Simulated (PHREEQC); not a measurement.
A solution holds 1.4 mmol/kgw Al2(SO4)3 and 130 mmol/kgw NaHCO3, at 25 °C. Closed to the air; pH follows from the charge balance.

The numbers come from PHREEQC with the ion-association model, wateq4f.dat.

No solid was allowed to form.

Order these C species by the share of C that they hold, largest first: NaCO3-, CO2, NaHCO3, CO3-2, HCO3-.

HCO3- (87 %), CO2 (8.8 %), NaHCO3 (3.5 %), CO3-2 (0.15 %), NaCO3- (0.12 %)

The pH is 7.23 and the ionic strength 0.128 mol/kgw. The solution is supersaturated, for example in Basaluminite, Al(OH)3(a), so a real one may precipitate; this is no full list.
